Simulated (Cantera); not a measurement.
Cantera run:

```python
import numpy as np
import cantera as ct

gas_names = """
    B BH BH2 BH3 BN B2 H H2 N NH NH2 NH3 N2 N2H2 N2H4
""".split()
cond_names = """
    B(b) B(L) BN(s)
""".split()


# ... load() reads the species with a 1 bar reference pressure and builds the phases ...
atoms = {
    'borazine': {'B': 3, 'N': 3, 'H': 6},
    'NH3': {'N': 1, 'H': 3},
    'N2': {'N': 2},
}
top_T = {'BN(s)': 3200}  # K; cautious upper limits of use, not melting points


# ... equilibrate(T, P, feed) seeds the gas with the atoms and calls Mixture.equilibrate('TP', solver="vcs", rtol=1e-11, max_steps=5000) ...
results = []
feed = {'borazine': 1, 'NH3': 0.16, 'N2': 0.17}  # mol
T = 2300  # K
for P in [10, 28, 77, 220, 600, 1700, 4600, 13000, 36000, 100000]:
    mix = equilibrate(T, P, feed)
    results.append((T, P, feed, dict(zip(mix.species_names, mix.species_moles))))
    x = sorted(zip(gas.X, gas.species_names), reverse=True)
    print(f"T = {T:g} K  P = {P:g} Pa  gas = {mix.phase_moles(0):.4g} mol")
    print("   x: " + "  ".join(f"{s} {v:.3e}" for v, s in x if v > 0.001))
    print("   condensed (mol): " + ("  ".join(f"{mix.phase(i).name} {mix.phase_moles(i):.4g}"
          for i in range(1, mix.n_phases) if mix.phase_moles(i) > 1e-12) or "none"))
```

Output:

```
T = 2300 K  P = 10 Pa  gas = 7.397 mol
   x: H 4.473e-01  N2 2.364e-01  H2 2.137e-01  B 1.014e-01
   condensed (mol): B(b) 2.241
T = 2300 K  P = 28 Pa  gas = 6.287 mol
   x: H2 3.447e-01  H 3.396e-01  N2 2.783e-01  B 3.622e-02
   condensed (mol): B(b) 2.765
T = 2300 K  P = 77 Pa  gas = 5.735 mol
   x: H2 4.473e-01  N2 3.051e-01  H 2.332e-01  B 1.317e-02
   condensed (mol): B(b) 2.917
T = 2300 K  P = 220 Pa  gas = 5.42 mol
   x: H2 5.221e-01  N2 3.229e-01  H 1.491e-01  B 4.609e-03  BH2 1.086e-03
   condensed (mol): B(b) 2.968
T = 2300 K  P = 600 Pa  gas = 5.246 mol
   x: H2 5.692e-01  N2 3.335e-01  H 9.426e-02  B 1.690e-03  BH2 1.184e-03
   condensed (mol): B(b) 2.984
T = 2300 K  P = 1700 Pa  gas = 5.126 mol
   x: H2 6.020e-01  N2 3.385e-01  H 5.759e-02  BH2 1.252e-03
   condensed (mol): B(b) 2.961  BN(s) 0.02931
T = 2300 K  P = 4600 Pa  gas = 3.794 mol
   x: H2 8.317e-01  N2 1.251e-01  H 4.115e-02  BH2 1.730e-03
   condensed (mol): B(b) 0.4416  BN(s) 2.551
T = 2300 K  P = 13000 Pa  gas = 3.538 mol
   x: H2 9.015e-01  N2 7.145e-02  H 2.548e-02  BH2 1.476e-03
   condensed (mol): BN(s) 2.994
T = 2300 K  P = 36000 Pa  gas = 3.519 mol
   x: H2 9.121e-01  N2 7.151e-02  H 1.540e-02
   condensed (mol): BN(s) 2.997
T = 2300 K  P = 100000 Pa  gas = 3.507 mol
   x: H2 9.186e-01  N2 7.156e-02  H 9.275e-03
   condensed (mol): BN(s) 2.998
```

Method: chemical equilibrium by Gibbs-energy minimisation in Cantera with the NASA 1993 tables (ideal gas, pure condensed phases). The feed counts by its element totals alone. Mutual solubility and eutectic melting of coexisting phases are not modelled. The tables' values for BH2 are old estimates; treat these amounts as uncertain. Gases not in the tables: B2H6 and higher boranes.
